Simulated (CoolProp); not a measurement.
Computed with CoolProp (reference Helmholtz-energy equation of state, Lemmon 2006). It is a short technical equation, of lower accuracy than the large ones.

### Question
For nitrous oxide, give the phase and the isothermal compressibility (1/MPa), expansivity (1/kK) at 305.3 K and 17.4 MPa.

### Answer
- 305.3 K and 17.4 MPa: liquid; isothermal compressibility 0.00900, expansivity 5.45
